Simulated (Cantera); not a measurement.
Input: 1 mol MgCl2, 6.5 mol H2O, 0.57 mol N2, held at 1800 °C and 0.00150 Torr.

These are equilibrium values from Cantera (NASA tables, ideal gas, pure condensed phases), not measurements of a reactor. Candidate condensed phases: H2O, Mg, MgCl2, MgO, Mg(OH)2, NH4Cl; 38 gas species. Equilibrium is a limit: real reactors are often held back by kinetics, nucleation or transport.

Base state: H 0.452, O 0.179, Cl 0.0907, H2 0.0591, Mg 0.0533, O2 0.0485, H2O 0.0375, OH 0.0326 (mole fractions); condensed: gas only.

What changes in the equilibrium state with this change: N2 from 0.57 to 79 mol?


```json
[
 {"species": "N2", "before": "0.0300", "after": "0.788"},
 {"species": "H", "before": "0.452", "after": "0.117"},
 {"species": "O", "before": "0.179", "after": "0.0522"},
 {"species": "H2O", "before": "0.0375", "after": "0.000732"},
 {"species": "HCl", "before": "0.0161", "after": "0.000876"},
 {"species": "H2", "before": "0.0591", "after": "0.00396"},
 {"species": "OH", "before": "0.0326", "after": "0.00246"},
 {"species": "O2", "before": "0.0485", "after": "0.00412"},
 {"species": "Mg", "before": "0.0533", "after": "0.00998"},
 {"species": "Cl", "before": "0.0907", "after": "0.0191"},
 {"species": "MgCl", "before": "1.90e-5", "after": "7.50e-7"},
 {"species": "MgO", "before": "6.70e-5", "after": "3.66e-6"}
]
```
